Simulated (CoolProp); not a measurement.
A single-stage vapour-compression cycle with carbonyl sulfide: evaporating at 265.15 K (dew point), condensing at 318.15 K (bubble point), superheat 10 K, subcooling 8 K, compressor efficiency 0.9, no pressure losses. Each further row changes one setting.

Values from CoolProp's reference Helmholtz-energy equation of state, Lemmon 2006. It is a short technical equation, of lower accuracy than the large ones.

```csv
case,cooling COP,pressure ratio,discharge temperature (K),refrigerating effect (kJ/kg),volumetric capacity (kJ/m³)
as stated,3.66,4.01,376.2,225,3250
evaporating temperature 270.15 K,4.19,3.43,370.3,227,3800
condensing temperature 313.15 K,4.14,3.59,367.2,232,3360
subcooling 13 K,3.77,4.01,376.2,232,3360
superheat 20 K,3.62,4.01,388.1,232,3210
compressor efficiency 0.8,3.25,4.01,385.0,225,3250
```
